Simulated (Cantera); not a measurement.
A closed system holds: 1 mol Cu2O, 4 mol C, 0.21 mol N2, at 1 atm.

Cantera equilibrium calculation (NASA polynomials, part measured and part estimated; ideal gas, pure solids and liquids). Candidate condensed phases: C, Cu, CuO, Cu2O; 27 gas species. Rates play no part.

Task: Which condensed phases are stable at each of these points (T (°C)): 1027, 1052, 1077, 1102, 1127, 1152, 1177, 1202, 1227, 1252, 1277, 1302, 1327?

Result: 
```
T (°C)     condensed phases  Cu condensed (%)
------  -------------------  ----------------
1027    C(graphite) + Cu(s)             100.0
1052    C(graphite) + Cu(s)             100.0
1077    C(graphite) + Cu(s)             100.0
1102    C(graphite) + Cu(l)             100.0
1127    C(graphite) + Cu(l)             100.0
1152    C(graphite) + Cu(l)             100.0
1177    C(graphite) + Cu(l)             100.0
1202    C(graphite) + Cu(l)             100.0
1227    C(graphite) + Cu(l)             100.0
1252    C(graphite) + Cu(l)             100.0
1277    C(graphite) + Cu(l)             100.0
1302    C(graphite) + Cu(l)             100.0
1327    C(graphite) + Cu(l)             100.0
```

From 1027 °C to 1077 °C the condensed part is C(graphite) + Cu(s). From 1102 °C to 1327 °C the condensed part is C(graphite) + Cu(l).
